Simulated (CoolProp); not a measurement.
Saturation properties of acetone (Tc = 508.1 K, pc = 4.692 MPa, ω = 0.307).

The numbers come from the reference Helmholtz-energy equation of state, Lemmon 2006 in CoolProp. It is a short technical equation, of lower accuracy than the large ones.

```json
[
 {"T (K)": "302.5", "p (MPa)": "___", "liquid density (kg/m³)": "779.8", "vapour density (kg/m³)": "0.8782", "surface tension (mN/m)": "22.2"},
 {"T (K)": "326", "p (MPa)": "0.09063", "liquid density (kg/m³)": "752.8", "vapour density (kg/m³)": "2.041", "surface tension (mN/m)": "19.3"},
 {"T (K)": "349.5", "p (MPa)": "0.1935", "liquid density (kg/m³)": "724.4", "vapour density (kg/m³)": "4.189", "surface tension (mN/m)": "16.4"},
 {"T (K)": "373", "p (MPa)": "0.3709", "liquid density (kg/m³)": "694.0", "vapour density (kg/m³)": "7.837", "surface tension (mN/m)": "___"},
 {"T (K)": "396.5", "p (MPa)": "0.6526", "liquid density (kg/m³)": "661.1", "vapour density (kg/m³)": "13.71", "surface tension (mN/m)": "10.9"},
 {"T (K)": "420", "p (MPa)": "1.073", "liquid density (kg/m³)": "___", "vapour density (kg/m³)": "22.89", "surface tension (mN/m)": "8.29"},
 {"T (K)": "443.5", "p (MPa)": "1.673", "liquid density (kg/m³)": "582.4", "vapour density (kg/m³)": "37.32", "surface tension (mN/m)": "5.79"},
 {"T (K)": "467", "p (MPa)": "2.498", "liquid density (kg/m³)": "531.3", "vapour density (kg/m³)": "61.00", "surface tension (mN/m)": "3.42"},
 {"T (K)": "490.5", "p (MPa)": "3.610", "liquid density (kg/m³)": "460.6", "vapour density (kg/m³)": "106.1", "surface tension (mN/m)": "1.28"}
]
```

### Question
What belongs in the gaps?

### Answer

- 302.5, p (MPa): 0.03695
- 373, surface tension (mN/m): 13.6
- 420, liquid density (kg/m³): 624.5

It boils at 329.2 K under 1 atm.

Surface tension comes from a separate correlation (Mulero 2012).
